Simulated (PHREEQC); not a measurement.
Consider water at 25 °C with 0.00019 mol NaHSO4, 0.0001 mol Na2B4O7 and 0.0027 mol KCl per kg of water. Closed to the air; pH follows from the charge balance.

The numbers come from PHREEQC with the ion-association model, phreeqc.dat.

No solid was allowed to form.

Question: What pH, specific conductance does the model give?

Answer: pH 7.60; specific conductance 433 µS/cm.

Question: In which forms is B present?

Answer: H3BO3 98 %, H2BO3- 2.4 % of the B.
